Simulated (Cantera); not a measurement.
## Equilibrium for metals in furnace atmospheres: Al + CO + N₂

Charge: 1 mol Al, 0.53 mol CO, a varied amount of N₂, held at 1127 °C and 1.00 bar.

These are equilibrium values from Cantera (NASA tables, ideal gas, pure condensed phases), not measurements of a reactor. Candidate condensed phases: Al, AlN, Al₂O₃, C; 32 gas species. Mutual solubility and eutectic melting of coexisting phases are not modelled. The numbers say what is thermodynamically allowed, not how fast it happens.

| n(N₂) (mol) | x N₂ | x CO | x CO₂ | n AlN(s) | n Al₂O₃(s) | n C(graphite) |
|---|---|---|---|---|---|---|
| 1.3 | 0.996 | 0.00386 | 2.56e-8 | 0.649 | 0.175 | 0.526 |
| 2.1 | 0.996 | 0.00386 | 2.56e-8 | 0.651 | 0.174 | 0.523 |
| 3.3 | 0.996 | 0.00386 | 2.56e-8 | 0.654 | 0.173 | 0.518 |
| 5.3 | 0.996 | 0.00386 | 2.56e-8 | 0.660 | 0.170 | 0.511 |
| 8.5 | 0.996 | 0.00386 | 2.56e-8 | 0.668 | 0.166 | 0.498 |
| 14 | 0.996 | 0.00386 | 2.56e-8 | 0.682 | 0.159 | 0.477 |
| 22 | 0.996 | 0.00386 | 2.56e-8 | 0.703 | 0.149 | 0.446 |
| 35 | 0.996 | 0.00386 | 2.56e-8 | 0.736 | 0.132 | 0.396 |
| 56 | 0.996 | 0.00386 | 2.56e-8 | 0.790 | 0.105 | 0.314 |
| 91 | 0.996 | 0.00386 | 2.56e-8 | 0.881 | 0.0596 | 0.179 |
| 150 | 0.996 | 0.00353 | 2.14e-8 | 1.00 | 0 | 0 |
| 230 | 0.998 | 0.00230 | 9.11e-9 | 1.00 | 0 | 0 |
x: gas mole fraction; n: condensed amount in mol.

From 1.3 mol N₂ to 91 mol N₂ the condensed part is AlN(s) + Al₂O₃(s) + C(graphite). From 150 mol N₂ to 230 mol N₂ the condensed part is AlN(s).
